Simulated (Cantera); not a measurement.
Thermodynamics of silicon oxide and oxynitride deposition, feed TEOS + O2 + N2

A closed system holds: 1 mol TEOS, a varied amount of O2, 1.9 mol N2, at 1723 K and 13.0 Pa.

Method: chemical equilibrium by Gibbs-energy minimisation in Cantera with the NASA 1993 tables (ideal gas, pure condensed phases). Candidate condensed phases: C, C6H6, C7H8, C8H18, H2O, Si, SiC, SiO2, Si2N2O, Si3N4; 151 gas species. The feed counts by its element totals alone. The tables hold silica as quartz up to 1696 K and as liquid above; real silica turns to tridymite and cristobalite and melts near 1996 K. The numbers say what is thermodynamically allowed, not how fast it happens.

```
n(O2) (mol)  log p H2O  log p O2  log p H2  log p CO  log p CO2  log p N2  log p SiO  log p H  n SiO2(condensed)
-----------  ---------  --------  --------  --------  ---------  --------  ---------  -------  -----------------
3.4              -5.16    -10.99     -4.26     -4.31      -5.76     -4.92      -5.44    -5.87              0.424
7                -4.43     -8.90     -4.57     -4.43      -4.83     -4.91      -6.48    -6.02              0.949
11               -4.22     -6.79     -5.41     -5.02      -4.37     -4.91      -7.54    -6.45              0.995
14               -4.24     -4.91     -6.38     -5.93      -4.34     -4.95      -8.48    -6.93              0.999
18               -4.31     -4.52     -6.64     -6.19      -4.41     -5.03      -8.67    -7.06              0.999
21               -4.36     -4.40     -6.75     -6.30      -4.45     -5.07      -8.74    -7.12              0.999
25               -4.41     -4.29     -6.86     -6.41      -4.51     -5.13      -8.79    -7.17              0.999
29               -4.46     -4.23     -6.94     -6.49      -4.56     -5.18      -8.82    -7.21              0.999
```
log p: log10 of the partial pressure in bar; n: condensed amount in mol.

From 3.4 mol O2 to 29 mol O2 the condensed part is SiO2(condensed). The main Si-bearing gas is SiO throughout.
